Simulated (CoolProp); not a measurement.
Acetone along the isotherm 550 K: density (kg/m³) from the reference equation and from simpler models built on Tc = 508.1 K, pc = 4.692 MPa, ω = 0.307; each cubic takes its own stable root.

Values from CoolProp's reference Helmholtz-energy equation of state, Lemmon 2006. It is a short technical equation, of lower accuracy than the large ones.

| p (MPa) | phase | reference |
|---|---|---|
| 0.0742 | gas | 0.9469 |
| 0.112 | gas | 1.433 |
| 0.169 | gas | 2.170 |
| 0.255 | gas | 3.292 |
| 0.384 | gas | 5.000 |
| 0.58 | gas | 7.653 |
| 0.875 | gas | 11.78 |
| 1.32 | gas | 18.35 |
| 1.99 | gas | 29.15 |
| 3 | gas | 47.99 |
| 4.53 | gas | 85.66 |
| 6.83 | supercritical | 194.8 |
| 10.3 | supercritical | 394.6 |
| 15.6 | supercritical | 470.1 |
| 23.5 | supercritical | 521.9 |

**Question.** How far does each simpler model (ideal gas, van der Waals, Redlich-Kwong, Soave-Redlich-Kwong, Peng-Robinson) lie from the reference over these 15 states: mean and median of the absolute difference, and the worst?

**Answer.** 
- ideal gas: mean 21.0 %, median 8.7 %, worst -66.9 % at 550 K and 10.3 MPa
- van der Waals: mean 7.8 %, median 1.5 %, worst -34.8 % at 550 K and 23.5 MPa
- Redlich-Kwong: mean 4.6 %, median 0.5 %, worst -21.8 % at 550 K and 10.3 MPa
- Soave-Redlich-Kwong: mean 6.6 %, median 1.2 %, worst -27.1 % at 550 K and 10.3 MPa
- Peng-Robinson: mean 4.1 %, median 0.2 %, worst -20.8 % at 550 K and 10.3 MPa
